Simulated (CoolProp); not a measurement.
Vapour-liquid equilibrium of carbon monoxide (1) + methane (2) at 0.499 MPa; x and y are mole fractions of (1).

Computed with CoolProp (multi-fluid Helmholtz-energy mixture model, Lemmon 2006 and Setzmann 1991; pair parameters Kunz 2012).

Q: Give the bubble temperature and the first vapour's composition at x = 0.15, 0.45, 0.55. Is there an azeotrope?

A: x = 0.15: 121.3 K, y = 0.612; x = 0.45: 107.4 K, y = 0.904; x = 0.55: 105.2 K, y = 0.932. No azeotrope shows between x = 0.05 and 0.95.

The pair parameters rest on a limited set of measurements; away from them the model extrapolates. The gap from Raoult's law changes sign with composition, which may be real or a fault of the pair parameters; it wasn't checked against measurements.
